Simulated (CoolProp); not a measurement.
Vapour-liquid equilibrium of C2F6 (R116) (1) + propylene (2) at 261.9 K; x and y are mole fractions of (1).

Model: multi-fluid Helmholtz-energy mixture model, Lemmon 2006 and Lemmon 2013; pair parameters Bell 2016, in CoolProp.

```tsv
x	bubble pressure (kPa)	y at the bubble point	dew pressure at overall composition x (kPa)	liquid density (mol/L)
0.05	660.6	0.371	433.6	13.05
0.125	908.6	0.545	472.0	12.58
0.2	1053	0.613	517.5	12.13
0.275	1138	0.648	572.1	11.69
0.35	1191	0.670	639.1	11.27
0.425	1230	0.688	722.7	10.87
0.5	1263	0.705	829.7	10.49
0.575	1294	0.725	968.9	10.15
0.65	1324	0.751	1144	9.841
0.725	1351	0.783	1294	9.569
0.8	1371	0.824	1361	9.340
0.875	1380	0.876	1380	9.152
0.95	1372	0.944	1371	9.005
```

y crosses x between x = 0.875 and 0.95: the model has an azeotrope there.

The pair parameters rest on a limited set of measurements; away from them the model extrapolates. With so large a gap from Raoult's law the liquid may split in two, which this calculation doesn't test in full.
